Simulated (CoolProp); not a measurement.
Vapour-liquid equilibrium of ethane (1) + n-perfluorobutane (2) at 221.9 K; x and y are mole fractions of (1).

The numbers come from the multi-fluid Helmholtz-energy mixture model, Bücker 2006 and Gao 2022; pair parameters Bell 2016 in CoolProp.

```tsv
x	bubble pressure (MPa)	y at the bubble point	dew pressure at overall composition x (MPa)	liquid density (mol/L)
0.05	0.07256	0.891	0.008411	7.641
0.15	0.1933	0.961	0.009401	8.119
0.25	0.2850	0.974	0.01065	8.649
0.35	0.3432	0.979	0.01229	9.243
0.45	0.3763	0.982	0.01452	9.914
0.55	0.3959	0.983	0.01774	10.68
0.65	0.4122	0.985	0.02278	11.58
0.75	0.4323	0.987	0.03182	12.63
0.85	0.4610	0.990	0.05278	13.90
0.95	0.5019	0.996	0.1544	15.48
```

No azeotrope shows between x = 0.05 and 0.95.

The pair parameters rest on a limited set of measurements; away from them the model extrapolates. With so large a gap from Raoult's law the liquid may split in two, which this calculation doesn't test in full.
